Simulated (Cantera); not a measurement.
Thermal oxidation and active oxidation of silicon: Si + O2 + H2

Input: 1 mol Si, 0.43 mol O2, 99 mol H2, equilibrated at 1000 Pa.

Cantera equilibrium calculation (NASA polynomials, part measured and part estimated; ideal gas, pure solids and liquids). Candidate condensed phases: H2O, Si, SiO2; 18 gas species. Mutual solubility and eutectic melting of coexisting phases are not modelled. The tables hold silica as quartz up to 1696 K and as liquid above; real silica turns to tridymite and cristobalite and melts near 1996 K. Gases not in the tables: Si2H6 and higher silanes. The numbers say what is thermodynamically allowed, not how fast it happens.

```tsv
T (K)	x H2	x SiO	x H	x Si	x SiH	n Si(s)	n SiO2(β-quartz)	n Si(l)
1000	1.00	5.21e-8	2.27e-8	<1e-12	<1e-12	0.570	0.430	0
1100	1.000	2.30e-6	2.59e-7	2.36e-12	7.13e-12	0.570	0.430	0
1200	1.000	5.36e-5	1.97e-6	1.39e-10	2.08e-10	0.567	0.427	0
1300	0.999	0.000761	1.11e-5	4.33e-9	3.59e-9	0.532	0.392	0
1400	0.993	0.00733	4.85e-5	8.23e-8	4.09e-8	0.204	0.0642	0
1500	0.991	0.00861	0.000175	1.05e-6	3.36e-7	0.140	0	0
1600	0.991	0.00861	0.000541	9.75e-6	2.11e-6	0.138	0	0
1700	0.990	0.00860	0.00147	6.79e-5	1.04e-5	0	0	0.131
1800	0.987	0.00859	0.00356	0.000318	3.60e-5	0	0	0.101
1900	0.982	0.00857	0.00786	0.00121	0.000104	0	0	0
```
x: gas mole fraction; n: condensed amount in mol.

From 1000 K to 1400 K the condensed part is Si(s) + SiO2(β-quartz). From 1500 K to 1600 K the condensed part is Si(s). From 1700 K to 1800 K the condensed part is Si(l). At 1900 K nothing is condensed. The main Si-bearing gas is SiO throughout.
